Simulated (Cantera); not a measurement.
A freely propagating, adiabatic, planar premixed flame of C₃H₈ : O₂ : N₂ : H₂O = 1 : 5.68 : 21.4 : 1.4 (molar parts), equivalence ratio 0.88, unburnt at 473 K and 90.0 Torr; mixture-averaged transport, grid criteria slope 0.08 and curve 0.16, no radiation.

Cantera simulation using GRI-Mech 3.0 (53 species, 325 reactions); the numbers are that mechanism's predictions, not measurements. GRI-Mech 3.0 was tuned for natural gas; its chemistry of propane as a main component is partial and can be far from experiment. Burning velocities carry a grid error of a few per cent, more on coarse grids.

Predict: laminar burning velocity; thermal thickness; peak x(O); peak x(HCO).


```json
{
  "laminar_burning_velocity": "119 cm/s",
  "thermal_thickness": "2.23 mm",
  "peak x(O)": "0.00786",
  "peak x(HCO)": "9.52e-5"
}
```
